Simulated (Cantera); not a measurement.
**Equilibrium for thermal oxidation and active oxidation of silicon: Si + CO2 + H2**

A closed system holds: 1 mol Si, 3.5 mol CO2, 44 mol H2, held at 173 Torr.

Equilibrium computed with Cantera from the NASA thermochemical tables; the gas is ideal and each condensed phase is pure. Candidate condensed phases: C, C6H6, C7H8, C8H18, H2O, Si, SiC, SiO2; 123 gas species. The tables hold silica as quartz up to 1696 K and as liquid above; real silica turns to tridymite and cristobalite and melts near 1996 K. Rates play no part.

From 1327 °C to 1377 °C the condensed part is SiO2(β-quartz). From 1427 °C to 1677 °C the condensed part is SiO2(condensed). At 1727 °C the condensed part is SiO2(l). The main Si-bearing gas is SiO throughout. The share of Si in condensed phases is highest at 1327 °C (100.0 %) and lowest at 1727 °C (65.2 %).

| T (°C) | log p H2 | log p CO | log p H2O | log p SiO | log p H | log p CO2 | log p OH | n SiO2(β-quartz) | n SiO2(condensed) | n SiO2(l) |
|---|---|---|---|---|---|---|---|---|---|---|
| 1327 | -0.69 | -1.78 | -2.15 | -6.13 | -4.61 | -3.72 | -7.48 | 1.000 | 0 | 0 |
| 1377 | -0.69 | -1.78 | -2.15 | -5.59 | -4.38 | -3.75 | -7.19 | 0.999 | 0 | 0 |
| 1427 | -0.69 | -1.78 | -2.15 | -5.10 | -4.17 | -3.77 | -6.92 | 0 | 0.998 | 0 |
| 1477 | -0.69 | -1.78 | -2.15 | -4.63 | -3.98 | -3.79 | -6.67 | 0 | 0.995 | 0 |
| 1527 | -0.69 | -1.78 | -2.14 | -4.20 | -3.79 | -3.81 | -6.43 | 0 | 0.987 | 0 |
| 1577 | -0.69 | -1.78 | -2.14 | -3.80 | -3.61 | -3.83 | -6.20 | 0 | 0.967 | 0 |
| 1627 | -0.69 | -1.78 | -2.13 | -3.42 | -3.44 | -3.84 | -5.97 | 0 | 0.921 | 0 |
| 1677 | -0.69 | -1.78 | -2.10 | -3.08 | -3.29 | -3.83 | -5.74 | 0 | 0.827 | 0 |
| 1727 | -0.69 | -1.78 | -2.06 | -2.78 | -3.14 | -3.81 | -5.50 | 0 | 0 | 0.652 |
log p: log10 of the partial pressure in bar; n: condensed amount in mol.
